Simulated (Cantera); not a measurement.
A perfectly stirred reactor is fed with CH4 : O2 : N2 = 1 : 1.54 : 5.78 (molar parts), at 1.00 bar; it is adiabatic with a 525 K inlet, and is followed from long to short residence time, starting on the burning branch (τ in s: 0.42, 0.19, 0.084, 0.037, 0.017, 0.0074, 0.0033, 0.0015, 0.00065, 0.00029, 0.00013, 5.8e-05, 2.6e-05).

Cantera simulation using GRI-Mech 3.0 (53 species, 325 reactions); the numbers are that mechanism's predictions, not measurements.

x: mole fraction; the columns are a selection and need not sum to one.

| τ (s) | T (K) | x CH4 | x O2 | x OH | x HCO | x NO | x C2H4 |
|---|---|---|---|---|---|---|---|
| 0.42 | 2208 | 6.86e-6 | 6.13e-5 | 0.000963 | 3.23e-8 | 0.000233 | 8.27e-10 |
| 0.19 | 2205 | 1.12e-5 | 9.12e-5 | 0.00111 | 4.77e-8 | 0.000276 | 2.47e-9 |
| 0.084 | 2200 | 1.70e-5 | 0.000147 | 0.00135 | 7.96e-8 | 0.000320 | 6.43e-9 |
| 0.037 | 2192 | 2.46e-5 | 0.000245 | 0.00169 | 1.45e-7 | 0.000357 | 1.48e-8 |
| 0.017 | 2182 | 3.50e-5 | 0.000402 | 0.00211 | 2.69e-7 | 0.000379 | 3.06e-8 |
| 0.0074 | 2167 | 5.34e-5 | 0.000679 | 0.00264 | 5.36e-7 | 0.000387 | 6.70e-8 |
| 0.0033 | 2150 | 8.61e-5 | 0.00112 | 0.00320 | 1.07e-6 | 0.000377 | 1.53e-7 |
| 0.0015 | 2129 | 0.000148 | 0.00180 | 0.00372 | 2.15e-6 | 0.000348 | 3.83e-7 |
| 0.00065 | 2102 | 0.000288 | 0.00305 | 0.00410 | 4.59e-6 | 0.000298 | 1.21e-6 |
| 0.00029 | 2068 | ___ | ___ | 0.00416 | ___ | ___ | ___ |
| 0.00013 | 2005 | 0.00168 | 0.0114 | 0.00347 | 2.21e-5 | 0.000121 | 2.76e-5 |
| 5.8e-5 | 525 | 0.120 | 0.185 | <1e-12 | <1e-12 | <1e-12 | <1e-12 |
| 2.6e-5 | 525 | 0.120 | 0.185 | <1e-12 | <1e-12 | <1e-12 | <1e-12 |

Task: What belongs in the gaps?

Result: 
- 0.00029, x CH4: 0.000617
- 0.00029, x O2: 0.00538
- 0.00029, x HCO: 9.87e-6
- 0.00029, x NO: 0.000228
- 0.00029, x C2H4: 4.62e-6
